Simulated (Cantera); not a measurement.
A perfectly stirred reactor is fed with 1.45 % CH₄, 96.8 % H₂, 1.36 % H, 0.368 % H₂O, at 27.8 Torr; it is held at 1500 K, and followed from long to short residence time.

Cantera simulation using GRI-Mech 3.0 (53 species, 325 reactions); the numbers are that mechanism's predictions, not measurements. GRI-Mech 3.0 stops at C3 and has no aromatics, soot or wall deposition, so with more carbon than oxygen in the feed, carbon stays in small species such as C2H2 where larger ones or solid carbon would form. Radical loss at walls, strong at low pressure, is not modelled.

x: mole fraction; the columns are a selection and need not sum to one.

| τ (s) | x CH₄ | x H₂ | x H | x CH₃ | x C₂H₄ | x C₂H₆ | x CH₂ |
|---|---|---|---|---|---|---|---|
| 5.2 | 0.0105 | 0.984 | 0.000209 | 4.52e-5 | 2.76e-5 | [?] | 7.77e-9 |
| 1.0 | 0.0113 | 0.983 | 0.000418 | 9.66e-5 | 3.21e-5 | [?] | 3.24e-8 |
| 0.21 | 0.0119 | 0.982 | 0.000843 | 0.000205 | 4.08e-5 | [?] | 1.32e-7 |
| 0.043 | 0.0124 | 0.981 | 0.00171 | 0.000432 | 5.24e-5 | [?] | 5.09e-7 |
| 0.0087 | 0.0126 | 0.979 | 0.00338 | 0.000858 | 6.51e-5 | [?] | 1.67e-6 |
| 0.0018 | 0.0124 | 0.976 | 0.00603 | 0.00148 | 7.25e-5 | [?] | 4.04e-6 |
| 0.00036 | 0.0122 | 0.973 | 0.00903 | 0.00203 | 5.44e-5 | [?] | 6.53e-6 |

### Question
Fill in the missing entries.

### Answer

- 5.2, x C₂H₆: 5.11e-7
- 1.0, x C₂H₆: 1.26e-6
- 0.21, x C₂H₆: 2.83e-6
- 0.043, x C₂H₆: 6.03e-6
- 0.0087, x C₂H₆: 1.16e-5
- 0.0018, x C₂H₆: 1.83e-5
- 0.00036, x C₂H₆: 2.13e-5
